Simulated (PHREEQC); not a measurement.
Consider water at 25 °C with 0.012 mol/kgw HCl, 0.0017 mol/kgw LiCl and 0.026 mol/kgw Fe2(SO4)3. Closed to the air; pH follows from the charge balance.

The numbers come from PHREEQC with the ion-association model, wateq4f.dat.

```csv
quantity,before,after
pH,2.23,2.61
ionic strength (mol/kgw),0.0917,0.0245
SO4-2 (mol/kgw),0.0186,0.00564
Fe(SO4)2- (mol/kgw),0.00629,0.000546
HSO4- (mol/kgw),0.00526,0.000861
SI of Hematite (Fe2O3),+10.58,+12.29
```

Question: Name the change that produced these shifts.
(A) temperature from 25 to 85 °C
(B) HCl replaced by KCl at the same molality
(C) diluted 5-fold with water
(D) LiCl replaced by LiBr at the same molality

Answer: C, diluted 5-fold with water

No solid was allowed to form. Some of these states are supersaturated (in Hematite (slow to form), Goethite (slow to form), for instance).
